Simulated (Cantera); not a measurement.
Input (Python, Cantera):

```python
import numpy as np
import cantera as ct

gas = ct.Solution("gri30.yaml")


def delay(T, t_max=10):
    gas.TPX = T, 1000000, {'CH3OH': 1, 'O2': 3.66, 'N2': 13.8}
    reactor = ct.IdealGasReactor(gas, clone=False)
    net = ct.ReactorNet([reactor])
    net.rtol, net.atol = 1e-8, 1e-16
    while net.time < t_max:
        t_old, T_old = net.time, reactor.T
        net.step()
        if reactor.T > T + 400:  # ignition: a rise of 400 K
            return t_old + (T + 400 - T_old) / (reactor.T - T_old) * (net.time - t_old)
    return np.nan


taus = []
for T in [1150, 1225, 1300, 1375, 1450, 1525, 1600]:
    taus.append(delay(T))
    print(f"T0 = {T:6g} K   tau = {taus[-1]:.4e} s")
```

It prints:

```
T0 =   1150 K   tau = 4.2870e-03 s
T0 =   1225 K   tau = 1.1738e-03 s
T0 =   1300 K   tau = 3.8070e-04 s
T0 =   1375 K   tau = 1.4380e-04 s
T0 =   1450 K   tau = 6.2200e-05 s
T0 =   1525 K   tau = 3.0203e-05 s
T0 =   1600 K   tau = 1.6100e-05 s
```

Model: GRI-Mech 3.0 (53 species, 325 reactions), integrated in Cantera. GRI-Mech 3.0 was tuned for natural gas; its chemistry of methanol as a main component is partial and can be far from experiment.
